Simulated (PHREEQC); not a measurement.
Dissolve 110 mmol/kgw Na2S, 1.8 mmol/kgw HCl and 0.14 mmol/kgw FeCl2 at 20 °C. It is in equilibrium with CO2 at log p = -1 (atm). Otherwise closed; pH follows from the charge balance.

Computed with PHREEQC (ion-association model, phreeqc.dat).

Problem. The ionic strength comes out as 0.213 mol/kgw. What activity coefficients do Na+, HCO3-, CO3-2, NaCO3-, Cl- get?

Solution. Na+ 0.75, HCO3- 0.74, CO3-2 0.31, NaCO3- 0.75, Cl- 0.71.

No solid was allowed to form.
